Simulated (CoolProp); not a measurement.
A simple Rankine cycle with n-perfluoropentane: condensing at 290.15 K, boiler at 0.602 MPa, turbine inlet 402.6 K, turbine efficiency 0.6, pump efficiency 0.6, no recuperator. Each further row changes one setting.

The numbers come from the reference Helmholtz-energy equation of state, Gao 2022 in CoolProp.

| case | thermal efficiency (%) | net work (kJ/kg) | heat in (kJ/kg) | turbine exit temperature (K) | volume ratio over the turbine |
|---|---|---|---|---|---|
| as stated | 7.3 | 13.7 | 188 | 382.1 | 10.3 |
| turbine inlet 422.6 K | 7.0 | 14.6 | 208 | 402.4 | 10.0 |
| condensing temperature 282.15 K | 8.1 | 15.8 | 196 | 379.7 | 14.3 |
| boiler pressure 0.421 MPa | 6.3 | 11.9 | 190 | 386.2 | 6.92 |
| turbine efficiency 0.5 | 6.0 | 11.3 | 188 | 384.7 | 10.3 |
